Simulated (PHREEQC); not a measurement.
A PHREEQC input (ion-association model, phreeqc.dat):

```
SOLUTION 1
  temp 30
  units mg/L
  pH 12.5
  pe 9.5
  Na 0.00313
  K 0.0255
  Ca 0.0205
  Mg 0.00854
  Cl 0.0637
  S(6) 0.00798 as SO4
  Alkalinity 0.0387 as HCO3
  Cd 0.000115
  Cu(2) 0.00105
  Br 0.00435
  O(0) 0.00167
  Ba 0.00743
END
USE solution 1
EQUILIBRIUM_PHASES 1
  Gypsum 0 0
  CO2(g) -3.4 10
END
```

It stops with these messages:

```
WARNING: Maximum iterations exceeded, 100
WARNING: Maximum iterations exceeded, 100
WARNING: The program has failed to converge to a numerical solution.
ERROR:           Alkalinity has not converged. Total: 6.345691e-07	Calculated: 5.476878e-02	Residual: -5.476815e-02
ERROR: Is non-carbonate alkalinity greater than total alkalinity?
ERROR:                   Ba has not converged. Total: 5.412844e-08	Calculated: 5.237040e-08	Residual: 1.758042e-09
ERROR:                   Br has not converged. Total: 5.446963e-08	Calculated: 6.451012e-08	Residual: -1.004049e-08
ERROR:                   Ca has not converged. Total: 5.117524e-07	Calculated: 4.991010e-07	Residual: 1.265135e-08
ERROR:                   Cd has not converged. Total: 1.023682e-09	Calculated: 1.021263e-09	Residual: 2.419366e-12
ERROR:                   Cl has not converged. Total: 1.797712e-06	Calculated: 2.116456e-06	Residual: -3.187436e-07
ERROR:                Cu(2) has not converged. Total: 1.653236e-08	Calculated: 1.643094e-08	Residual: 1.014191e-10
ERROR:                    K has not converged. Total: 6.524916e-07	Calculated: 7.690343e-07	Residual: -1.165426e-07
ERROR:                   Mg has not converged. Total: 3.514560e-07	Calculated: 3.482730e-07	Residual: 3.182985e-09
ERROR:                   Na has not converged. Total: 1.362206e-07	Calculated: 1.591907e-07	Residual: -2.297003e-08
ERROR:                 O(0) has not converged. Total: 1.044312e-07	Calculated: 1.045268e-07	Residual: -9.565850e-11
ERROR:                 S(6) has not converged. Total: 8.311434e-08	Calculated: 8.036004e-08	Residual: 2.754294e-09
ERROR:                   Mu Ionic strength has not converged. 	Residual: 2.563179e-04
ERROR:               A(H2O) Activity of water has not converged. 	Residual: 9.310699e-04
ERROR: Model failed to converge for initial solution  1.
```

### Question
Find the cause and the fix.

### Answer
The fault: pH typed as 12.5 with the alkalinity kept. The line should read `pH 6.39` where the input has `pH 12.5`. With the mend the run ends at pH 5.68 and ionic strength 5.75e-6 mol/kgw.
